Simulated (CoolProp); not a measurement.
Values from CoolProp's reference Helmholtz-energy equation of state, Thol 2012.

### Question
For benzene, give the phase and the density (kg/m³), viscosity (µPa s) at 609.9 K and 55.8 bar.

### Answer
- 609.9 K and 55.8 bar: supercritical; density 138, viscosity 18.7

Viscosity comes from a separate model (Avgeri 2014).
